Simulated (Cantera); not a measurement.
A Cantera script and its output.

```python
import numpy as np
import cantera as ct

surf = ct.Interface("diamond.yaml", "diamond_100")
gas, bulk = surf.adjacent["gas"], surf.adjacent["diamond"]
k = surf.kinetics_species_index(bulk.species_names[0])
cover = ["c6HH", "c6H*", "c6*H", "c6**", "c6HM", "c6B"]

rows, drift = [], 0.0
print(f"{'P':>10s}{'um/h':>11s}" + "".join(f"{s:>11s}" for s in cover))
for v in [440, 760, 1300, 2200, 3800, 6500, 11000, 19000]:
    T, P, xH, xCH3 = 1325, v, 0.031, 0.00011
    gas.TPX = T, P, {"H": xH, "CH3": xCH3, "CH4": 0.0073, "H2": 1 - xH - xCH3 - 0.0073}
    surf.TP = bulk.TP = T, P
    surf.coverages = "c6H*:0.1, c6HH:0.9"
    surf.advance_coverages(100.0)
    before = surf.coverages
    surf.advance_coverages(100.0)
    drift = max(drift, np.max(np.abs(surf.coverages - before) / (surf.coverages + 1e-9)))
    rate = surf.net_production_rates[k] * bulk.mean_molecular_weight / bulk.density * 3.6e9
    rows.append([rate, *surf[cover].coverages])
    print(f"{v:10.4g}{rate:11.4e}" + "".join(f"{x:11.3e}" for x in rows[-1][1:]))
```

It prints:

```
         P       um/h       c6HH       c6H*       c6*H       c6**       c6HM        c6B
       440 9.2200e-02  3.629e-01  5.203e-02  5.334e-01  5.160e-02  1.465e-05  2.502e-10
       760 1.8302e-01  3.629e-01  5.204e-02  5.333e-01  5.160e-02  2.525e-05  4.966e-10
      1300 3.6980e-01  3.629e-01  5.208e-02  5.333e-01  5.161e-02  4.235e-05  1.003e-09
      2200 7.6585e-01  3.629e-01  5.213e-02  5.332e-01  5.163e-02  6.881e-05  2.078e-09
      3800 1.6943e+00  3.628e-01  5.223e-02  5.330e-01  5.166e-02  1.104e-04  4.598e-09
      6500 3.7732e+00  3.628e-01  5.239e-02  5.327e-01  5.170e-02  1.682e-04  1.024e-08
   1.1e+04 8.2327e+00  3.627e-01  5.266e-02  5.323e-01  5.179e-02  2.406e-04  2.234e-08
   1.9e+04 1.7976e+01  3.626e-01  5.315e-02  5.316e-01  5.194e-02  3.259e-04  4.878e-08
```

Computed with Cantera and the Harris–Goodwin 1993 mechanism for the reconstructed diamond (100) surface.
